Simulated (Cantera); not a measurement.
A perfectly stirred reactor is fed with H₂ : O₂ : N₂ = 0.007 : 1 : 0.77 (molar parts), at 0.0132 atm; it is held at 1275 K, and followed from long to short residence time.

Model: the H2/O2 subset of GRI-Mech 3.0, which has no nitrogen chemistry, integrated in Cantera. Radical loss at walls, strong at low pressure, is not modelled.

x: mole fraction; the columns are a selection and need not sum to one.

| τ (s) | x H₂ | x O₂ | x H | x H₂O₂ | x HO₂ |
|---|---|---|---|---|---|
| 7.4 | 6.68e-6 | 0.561 | 7.18e-6 | 3.26e-9 | 1.10e-7 |
| 1.8 | ___ | 0.561 | ___ | ___ | ___ |
| 0.45 | 3.45e-5 | 0.560 | 5.47e-5 | 5.89e-9 | 2.38e-7 |
| 0.11 | 9.36e-5 | 0.559 | 9.54e-5 | 7.71e-9 | 3.03e-7 |
| 0.028 | 0.000286 | 0.559 | 0.000135 | 1.16e-8 | 3.81e-7 |
| 0.0068 | 0.000933 | 0.560 | 0.000154 | 1.77e-8 | 4.62e-7 |
| 0.0017 | ___ | 0.562 | ___ | ___ | ___ |

Question: Complete the blanks.

Answer: 
- 1.8, x H₂: 1.49e-5
- 1.8, x H: 2.29e-5
- 1.8, x H₂O₂: 4.61e-9
- 1.8, x HO₂: 1.71e-7
- 0.0017, x H₂: 0.00279
- 0.0017, x H: 6.36e-5
- 0.0017, x H₂O₂: 9.98e-9
- 0.0017, x HO₂: 3.93e-7
